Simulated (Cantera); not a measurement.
A closed system holds: 1 mol SiCl4, 18 mol H2, at 2148 K.

These are equilibrium values from Cantera (NASA tables, ideal gas, pure condensed phases), not measurements of a reactor. Candidate condensed phases: Si; 19 gas species. Gases not in the tables: Si2H6 and higher silanes. Rates play no part.

Q: What share of the Si ends up in condensed phases as a function of P (Pa), at 100, 270, 720, 1900, 5200, 14000, 37000, 100000?

A: 
```csv
P (Pa),Si condensed (%),as
100,0.0,-
270,0.0,-
720,0.0,-
1900,0.0,-
5200,12.2,Si(l)
14000,18.9,Si(l)
37000,21.6,Si(l)
100000,22.8,Si(l)
```
